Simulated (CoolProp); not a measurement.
A single-stage vapour-compression cycle with the fluid: evaporating at 197.15 K (dew point), condensing at 239.15 K (bubble point), superheat 2 K, subcooling 5 K, compressor efficiency 0.7, no pressure losses. The same conditions are run with several fluids, on thermodynamics alone (safety and materials aside).

The numbers come from the reference Helmholtz-energy equation of state of each fluid (CH3F (R41): Lemmon 2006; R13: Platzer 1990; ethylene: Smukala 2000; propane: Lemmon 2009; propylene: Lemmon 2013; R115: Lemmon 2016) in CoolProp. The equations of Platzer and Polt are older, rougher fits.

```csv
fluid,cooling COP,pressure ratio,discharge temperature (K),refrigerating effect (kJ/kg),volumetric capacity (kJ/m³)
CH3F (R41),2.71,6.20,341.2,408,1010
R13,2.75,5.51,279.1,113,1000
ethylene,2.61,4.28,302.9,342,2560
propane,2.90,8.46,292.2,380,173
propylene,2.88,8.04,301.4,391,226
R115,2.84,9.37,261.5,106,135
```
